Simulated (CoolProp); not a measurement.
The numbers come from the reference Helmholtz-energy equation of state, Lemmon 2005 in CoolProp. It is a short technical equation, of lower accuracy than the large ones.

Task: For 1-butene, give the phase and the cp (kJ/(kg K)), isothermal compressibility (1/MPa), expansivity (1/kK), fugacity coefficient at 288.3 K and 0.259 MPa.

Result: 
- 288.3 K and 0.259 MPa: liquid; cp 2.26, isothermal compressibility 0.00280, expansivity 2.04, fugacity coefficient 0.787
